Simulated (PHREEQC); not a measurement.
**Alkaline etch or developer (model solution)**

Consider water at 25 °C with 0.0068 mol NH3 and 0.00011 mol CO2 per kg of water. Closed to the air; pH follows from the charge balance.

The numbers come from PHREEQC with the ion-association model, phreeqc.dat.

No solid was allowed to form.

Q: What pH does the model give?

A: pH 10.41.

Q: In which forms is N present?

A: NH3 94 %, NH4+ 6.5 % of the N.
